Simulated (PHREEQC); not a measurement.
FeCl3 is added in steps, without added water, to 1 kg of water holding 0.022 mol/kgw TMAH, 3.4e-05 mol/kgw K2SO4 and 0.00032 mol/kgw H3BO3, at 20 °C. O2 is buffered at 0.21 atm. The system is closed to CO2. Solids allowed: Fe(OH)3(a), Jarosite-K. Others were left out.

Base run: PHREEQC, ion-association model, wateq4f.dat. Each further column changes one thing. The table gives pH.

| FeCl3 added (mol) | base | TMAH left out | diluted 2-fold with water | TMAH replaced by (CH3)4NF at the same molality | no solid may form |
|---|---|---|---|---|---|
| 0 | 12.44 | ___ | 12.16 | 7.12 | 12.44 |
| 0.00275 | 12.23 | 2.74 | 11.53 | 5.22 | ___ |
| 0.00825 | 3.07 | 2.43 | 2.78 | 4.05 | 7.32 |
| 0.011 | 2.84 | 2.35 | 2.75 | 3.47 | 5.54 |
| 0.01375 | 2.78 | 2.29 | 2.73 | 3.18 | 4.64 |
| 0.01925 | 2.74 | 2.20 | 2.58 | 2.83 | 3.31 |
| 0.022 | 2.74 | 2.17 | 2.49 | 2.69 | 3.00 |
| 0.02475 | 2.74 | ___ | 2.43 | 2.58 | 2.83 |
| 0.03025 | 2.62 | 2.09 | 2.33 | 2.42 | 2.62 |
| 0.033 | 2.55 | 2.07 | 2.29 | 2.37 | 2.55 |
| 0.03575 | 2.49 | 2.05 | 2.26 | ___ | 2.49 |
| 0.04125 | 2.41 | 2.02 | 2.21 | 2.24 | 2.41 |
| 0.044 | 2.37 | 2.01 | 2.19 | 2.21 | 2.37 |

Problem. What belongs in the gaps?

Solution. 
- 0, TMAH left out: 6.38
- 0.00275, no solid may form: 12.13
- 0.02475, TMAH left out: 2.14
- 0.03575, TMAH replaced by (CH3)4NF at the same molality: 2.32

(CH3)4N+ isn't in the database: it is added as a free cation with an ion size of 4 Å.  Real BF4- forms and hydrolyses slowly; the run takes it at equilibrium. Fluoro complexes past AlF4- and FeF3 are missing from the database. In at least one series the solution becomes supersaturated in solids that the run did not let form, among them Fe(OH)3(a), Jarosite-K.
